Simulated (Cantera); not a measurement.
Input (Python, Cantera) and output of one run.

```python
import numpy as np
import cantera as ct

gas_names = """
    SiH3 SiH2 Si SiH4 H2
""".split()
cond_names = """
    Si(cr) Si(L)
""".split()


# ... load() reads the species with a 1 bar reference pressure and builds the phases ...
species = {s.name: s for s in load("nasa_gas.yaml", gas_names) + load("nasa_condensed.yaml", cond_names)}
# Each term lists the table entries of one substance; the one whose range holds T is used.
reactions = {
    '2 SiH3(g) + Si = 3 SiH2(g)':
        [(-2, ['SiH3']), (-1, ['Si(cr)', 'Si(L)']), (3, ['SiH2'])],
    'Si(g) + 2 SiH3(g) = 3 SiH2(g)':
        [(-1, ['Si']), (-2, ['SiH3']), (3, ['SiH2'])],
    'SiH4(g) = H2(g) + SiH2(g)':
        [(-1, ['SiH4']), (1, ['H2']), (1, ['SiH2'])],
}


def pick(names, T):
    return next(species[n] for n in names if species[n].thermo.min_temp <= T <= species[n].thermo.max_temp)


results = []
for label, terms in reactions.items():
    print(label)
    print("     T/K   dH/kJ  dS/(J/K)   dG/kJ   log10 K")
    for T in [1248, 1298, 1348, 1398, 1448, 1498, 1548, 1598, 1648, 1698]:
        used = [(nu, pick(names, T)) for nu, names in terms]
        dH = sum(nu * s.thermo.h(T) for nu, s in used) / 1e6
        dS = sum(nu * s.thermo.s(T) for nu, s in used) / 1e3
        dG = dH - T * dS / 1e3
        logK = -dG * 1e6 / (ct.gas_constant * T * np.log(10))
        results.append((label, T, dH, dS, dG, logK, [s.name for _, s in used]))
        print(f"{T:8g} {dH:8.1f} {dS:8.1f} {dG:8.1f} {logK:8.2f}")
```

Output:

```
2 SiH3(g) + Si = 3 SiH2(g)
     T/K   dH/kJ  dS/(J/K)   dG/kJ   log10 K
    1248    325.5    183.4     96.6    -4.04
    1298    325.5    183.4     87.4    -3.52
    1348    325.4    183.4     78.2    -3.03
    1398    325.3    183.3     69.0    -2.58
    1448    325.2    183.2     59.9    -2.16
    1498    325.0    183.1     50.7    -1.77
    1548    324.7    182.9     41.6    -1.40
    1598    324.4    182.7     32.4    -1.06
    1648    324.0    182.5     23.3    -0.74
    1698    273.4    152.5     14.4    -0.44
Si(g) + 2 SiH3(g) = 3 SiH2(g)
     T/K   dH/kJ  dS/(J/K)   dG/kJ   log10 K
    1248   -120.8     38.5   -168.9     7.07
    1298   -120.5     38.8   -170.8     6.87
    1348   -120.2     39.0   -172.8     6.70
    1398   -120.0     39.2   -174.7     6.53
    1448   -119.8     39.3   -176.7     6.37
    1498   -119.6     39.4   -178.7     6.23
    1548   -119.6     39.5   -180.6     6.10
    1598   -119.5     39.5   -182.6     5.97
    1648   -119.5     39.5   -184.6     5.85
    1698   -119.5     39.5   -186.6     5.74
SiH4(g) = H2(g) + SiH2(g)
     T/K   dH/kJ  dS/(J/K)   dG/kJ   log10 K
    1248    218.7    149.0     32.8    -1.37
    1298    218.6    148.9     25.3    -1.02
    1348    218.5    148.8     17.9    -0.69
    1398    218.3    148.7     10.4    -0.39
    1448    218.1    148.5      3.0    -0.11
    1498    217.8    148.4     -4.4     0.15
    1548    217.6    148.2    -11.8     0.40
    1598    217.3    148.0    -19.2     0.63
    1648    217.0    147.8    -26.6     0.84
    1698    216.7    147.6    -34.0     1.05
```

Cantera with NASA thermochemical tables; ideal gases at 1 bar, condensed phases pure. Condensed species are held in their standard states even where they would react or evaporate.
